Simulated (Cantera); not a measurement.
# Equilibrium for chlorosilane synthesis and conversion: SiCl4 + H2

Input: 1 mol SiCl4, 0.85 mol H2, equilibrated at 1.00 bar.

Method: chemical equilibrium by Gibbs-energy minimisation in Cantera with the NASA 1993 tables (ideal gas, pure condensed phases). Candidate condensed phases: Si; 19 gas species. The tables' values for SiCl3 are old estimates; treat these amounts as uncertain. Kinetics and transport are ignored.

From 748 K to 1198 K nothing is condensed. The main Si-bearing gas is SiCl4 throughout.

| T (K) | log p SiCl4 | log p H2 | log p HCl | log p SiHCl3 | log p SiCl3 |
|---|---|---|---|---|---|
| 748 | -0.28 | -0.35 | -1.99 | -1.99 | -5.46 |
| 798 | -0.28 | -0.35 | -1.84 | -1.84 | -4.85 |
| 848 | -0.28 | -0.36 | -1.71 | -1.72 | -4.30 |
| 898 | -0.29 | -0.36 | -1.60 | -1.61 | -3.82 |
| 948 | -0.29 | -0.37 | -1.50 | -1.51 | -3.39 |
| 998 | -0.30 | -0.38 | -1.41 | -1.43 | -3.01 |
| 1048 | -0.31 | -0.38 | -1.32 | -1.36 | -2.67 |
| 1098 | -0.32 | -0.39 | -1.25 | -1.30 | -2.37 |
| 1148 | -0.33 | -0.40 | -1.17 | -1.26 | -2.10 |
| 1198 | -0.34 | -0.42 | -1.09 | -1.23 | -1.87 |
log p: log10 of the partial pressure in bar; nothing condenses.
